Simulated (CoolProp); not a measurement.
A Linde-Hampson liquefier for methane: isothermal reversible compression at 250 K from 1 atm to 5 MPa, throttling to 1 atm, return gas leaving the recuperator 0 K below the feed. Each further row changes one setting.

Model: reference Helmholtz-energy equation of state, Setzmann 1991, in CoolProp.

```csv
case,liquid yield per pass,compression work (kJ/kg of gas)
as stated,0.090,485
high pressure 10 MPa,(withheld),(withheld)
warm-end temperature 280 K,(withheld),(withheld)
warm-end gap 5 K,0.078,485
```

Question: What belongs in the gaps?

Answer: 
- high pressure 10 MPa, liquid yield per pass: 0.199
- high pressure 10 MPa, compression work (kJ/kg of gas): 553
- warm-end temperature 280 K, liquid yield per pass: 0.065
- warm-end temperature 280 K, compression work (kJ/kg of gas): 551
